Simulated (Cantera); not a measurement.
## Adiabatic ignition

An adiabatic, constant-volume homogeneous reactor starts with 12.2 % CH4, 1.71 % H2, 18.1 % O2, 68.0 % N2, at 1025 K and 69000 Pa.

Detailed kinetics in Cantera: GRI-Mech 3.0 (53 species, 325 reactions).

```csv
t (s),T (K),P (bar),x CH4,x H2,x O2,x CH2CO,x CH2
3.00e-6,1025,0.690,0.122,0.0171,0.181,<1e-12,<1e-12
7.67e-6,1025,0.690,0.122,0.0171,0.181,<1e-12,<1e-12
1.96e-5,1025,0.690,0.122,0.0171,0.181,<1e-12,<1e-12
5.02e-5,1025,0.690,0.122,0.0171,0.181,<1e-12,<1e-12
0.000128,1025,0.690,0.122,0.0171,0.181,<1e-12,<1e-12
0.000328,1025,0.690,0.122,0.0171,0.181,<1e-12,<1e-12
0.000839,1025,0.690,0.122,0.0171,0.181,<1e-12,<1e-12
0.00215,1025,0.690,0.122,0.0171,0.181,<1e-12,<1e-12
0.00549,1025,0.690,0.122,0.0171,0.181,<1e-12,<1e-12
0.0140,1026,0.690,0.122,0.0171,0.181,2.09e-10,1.11e-12
0.0359,1029,0.693,0.122,0.0170,0.181,1.33e-8,1.60e-12
0.0918,1047,0.705,0.120,0.0168,0.179,7.22e-7,6.71e-12
0.235,2748,2.00,<1e-12,0.0593,0.00136,<1e-12,<1e-12
0.600,2748,2.00,<1e-12,0.0593,0.00136,<1e-12,<1e-12
```
x: mole fraction; the columns are a selection and need not sum to one.

```yaml
time_of_steepest_temperature_rise: 0.136 s
temperature at 0.600 s: 2748 K
equilibrium_temperature: 2748 K
x(CH4) at 0.600 s: <1e-12 (gas-phase equilibrium <1e-12)
x(H2) at 0.600 s: 0.0593 (gas-phase equilibrium 0.0593)
x(O2) at 0.600 s: 0.00136 (gas-phase equilibrium 0.00136)
```
